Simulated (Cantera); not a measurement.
A closed system holds: 1 mol CuO, 0.34 mol CH₄, 0.064 mol CO, 1.2 mol C, equilibrated at 43.0 mbar.

Cantera equilibrium calculation (NASA polynomials, part measured and part estimated; ideal gas, pure solids and liquids). Candidate condensed phases: C, C₆H₆, C₇H₈, C₈H₁₈, Cu, CuO, Cu(OH)₂, Cu₂O, H₂O; 113 gas species. Rates play no part.

Which condensed phases are stable at each of these points (T (°C)): 527, 627, 727, 827, 927, 1027, 1127, 1227, 1327, 1427, 1527, 1627, 1727, 1827?


| T (°C) | condensed phases | Cu condensed (%) |
|---|---|---|
| 527 | C(graphite) + Cu(s) | 100.0 |
| 627 | C(graphite) + Cu(s) | 100.0 |
| 727 | C(graphite) + Cu(s) | 100.0 |
| 827 | C(graphite) + Cu(s) | 100.0 |
| 927 | C(graphite) + Cu(s) | 100.0 |
| 1027 | C(graphite) + Cu(s) | 100.0 |
| 1127 | C(graphite) + Cu(l) | 100.0 |
| 1227 | C(graphite) + Cu(l) | 100.0 |
| 1327 | C(graphite) + Cu(l) | 99.8 |
| 1427 | C(graphite) + Cu(l) | 99.4 |
| 1527 | C(graphite) + Cu(l) | 97.8 |
| 1627 | C(graphite) + Cu(l) | 93.1 |
| 1727 | C(graphite) + Cu(l) | 80.4 |
| 1827 | C(graphite) + Cu(l) | 43.2 |

From 527 °C to 1027 °C the condensed part is C(graphite) + Cu(s). From 1127 °C to 1827 °C the condensed part is C(graphite) + Cu(l).
